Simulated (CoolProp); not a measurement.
The numbers come from the reference Helmholtz-energy equation of state, Wu 2011 in CoolProp.

**Question.** For dimethyl ether, give the phase and the density (kg/m³), cv (kJ/(kg K)), Joule-Thomson coefficient (K/MPa), isothermal compressibility (1/MPa) at 384.9 K and 4.54 MPa; 398.2 K and 4.54 MPa.

**Answer.** 
- 384.9 K and 4.54 MPa: liquid; density 466, cv 1.79, Joule-Thomson coefficient 1.78, isothermal compressibility 0.0465
- 398.2 K and 4.54 MPa: gas; density 114, cv 1.88, Joule-Thomson coefficient 13.9, isothermal compressibility 0.558
